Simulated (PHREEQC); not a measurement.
0.064 g of hydrous ferric oxide (600 m²/g; 0.2 weak and 0.005 strong sites per Fe, Dzombak-Morel constants, diffuse double layer) in 1 kg of water with 0.05 mol/kgw of an inert sodium salt and 4.5e-06 mol CaCl2 and 7.2e-06 mol MgCl2, at 25 °C; the pH is set by adding NaOH or the inert anion's acid. O2 is buffered at 0.21 atm. CO2 from the air is kept out. Precipitation was switched off in this run.

The numbers come from PHREEQC with the ion-association model, wateq4f.dat.

```csv
pH,Ca sorbed (%),Mg sorbed (%),surface charge σ (C/m²),surface potential ψ (mV)
4,0.0,0.0,0.294,160
4.5,0.0,0.0,0.238,149
5,0.0,0.0,0.181,135
5.5,0.0,0.0,0.130,118
6,0.0,0.0,0.089,99
6.5,0.0,0.0,0.058,78
7,0.2,0.2,0.034,56
7.5,1.1,1.2,0.017,31
8,6.8,9.4,0.003,6
8.5,26.0,43.7,-0.008,-16
9,56.5,84.2,-0.021,-38
9.5,85.3,97.4,-0.038,-60
10,97.1,99.6,-0.062,-82
```

Species that the database lacks are ignored.
